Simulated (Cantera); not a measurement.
Charge: 1 mol NiS, 0.72 mol H2, 18 mol N2, at 1100 Pa.

Method: chemical equilibrium by Gibbs-energy minimisation in Cantera with the NASA 1993 tables (ideal gas, pure condensed phases). Candidate condensed phases: Ni, NiS, NiS2, Ni3S2, Ni3S4, S; 17 gas species. Gases not in the tables: S3 to S7. Rates play no part.

Task: Which condensed phases are stable at each of these points (T (°C)): 775, 825, 875, 925, 975, 1025, 1075, 1125, 1175, 1225, 1275, 1325?

Result: 
| T (°C) | condensed phases | Ni condensed (%) |
|---|---|---|
| 775 | Ni3S2(s) | 100.0 |
| 825 | Ni3S2(l) | 100.0 |
| 875 | Ni3S2(l) | 100.0 |
| 925 | Ni3S2(l) | 100.0 |
| 975 | Ni3S2(l) | 100.0 |
| 1025 | Ni3S2(l) | 100.0 |
| 1075 | Ni3S2(l) | 100.0 |
| 1125 | Ni3S2(l) | 100.0 |
| 1175 | Ni3S2(l) | 100.0 |
| 1225 | Ni3S2(l) | 100.0 |
| 1275 | Ni3S2(l) | 100.0 |
| 1325 | Ni3S2(l) | 99.9 |

At 775 °C the condensed part is Ni3S2(s). From 825 °C to 1325 °C the condensed part is Ni3S2(l).
